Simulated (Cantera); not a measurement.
Cantera run, input and output.

```python
import numpy as np
import cantera as ct

surf = ct.Interface("ptcombust.yaml", "Pt_surf")
gas = surf.adjacent["gas"]
gas.TPX = 300, 4600, {'H2': 0.014, 'O2': 0.11, 'N2': 0.79}
jet = ct.ImpingingJet(gas=gas, width=0.024, surface=surf)
jet.inlet.mdot, jet.inlet.T, jet.inlet.X = 0.048, 300, {'H2': 0.014, 'O2': 0.11, 'N2': 0.79}
jet.set_refine_criteria(ratio=10, slope=0.2, curve=0.3)
show, cover = ['H2', 'O2', 'H2O', 'OH'], ["PT(S)", "H(S)", "O(S)", "OH(S)", "CO(S)", "C(S)"]

rows = []
print(f"{'Ts/K':>7s}" + "".join(f"{s:>11s}" for s in show + cover) + "   (gas at the wall, coverages)")
for i, Ts in enumerate([600, 650, 700, 750, 800, 850, 900]):
    jet.surface.T = Ts
    if i == 0:
        surf.TP = Ts, 4600
        surf.coverages = "PT(S):0.5, O(S):0.5"
        surf.advance_coverages(1.0)
        jet.set_initial_guess(products="inlet")
    jet.solve(loglevel=0, auto=(i == 0))
    rows.append([*(jet.X[gas.species_index(s), -1] for s in show), *surf[cover].coverages])
    print(f"{Ts:7g}" + "".join(f"{x:11.3e}" for x in rows[-1]))
```

Output:

```
   Ts/K         H2         O2        H2O         OH      PT(S)       H(S)       O(S)      OH(S)      CO(S)       C(S)   (gas at the wall, coverages)
    600  3.412e-03  1.077e-01  2.302e-02  1.247e-12  5.212e-02  8.116e-10  9.447e-01  3.199e-03  2.032e-33 -4.303e-37
    650  3.378e-03  1.077e-01  2.290e-02  1.596e-11  5.532e-02  1.209e-09  9.425e-01  2.155e-03  4.281e-17  6.319e-27
    700  3.175e-03  1.075e-01  2.313e-02  1.379e-10  6.255e-02  2.123e-09  9.359e-01  1.586e-03  1.377e-18  3.020e-26
    750  2.616e-03  1.070e-01  2.405e-02  8.359e-10  8.283e-02  4.854e-09  9.158e-01  1.328e-03  2.724e-17  3.533e-26
    800  1.943e-03  1.063e-01  2.518e-02  3.808e-09  1.217e-01  1.305e-08  8.771e-01  1.208e-03  2.005e-19  8.869e-28
    850  1.453e-03  1.059e-01  2.597e-02  1.382e-08  1.754e-01  3.346e-08  8.235e-01  1.105e-03  2.846e-19  7.537e-27
    900  1.132e-03  1.056e-01  2.646e-02  4.357e-08  2.381e-01  7.621e-08  7.609e-01  9.953e-04  1.045e-16  1.272e-26
```

Computed with Cantera and Deutschmann's 1995 Pt surface mechanism with GRI-Mech 3.0 gas chemistry. Catalytic surfaces can have several steady states; this one follows from the mechanism file's or the stated starting coverage.
